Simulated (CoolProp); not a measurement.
The numbers come from the reference Helmholtz-energy equation of state, Gao 2022 in CoolProp.

Task: Give the vapour pressure (kPa), liquid density (kg/m³), vapour density (kg/m³), enthalpy of vaporisation (kJ/kg) of saturated n-perfluorobutane at 219.2, 314 K.

Result: 
| T (K) | p (kPa) | liquid density (kg/m³) | vapour density (kg/m³) | enthalpy of vaporisation (kJ/kg) |
|---|---|---|---|---|
| 219.2 | 6.66 | 1770 | 0.876 | 114 |
| 314 | 431 | 1430 | 45.7 | 81.8 |
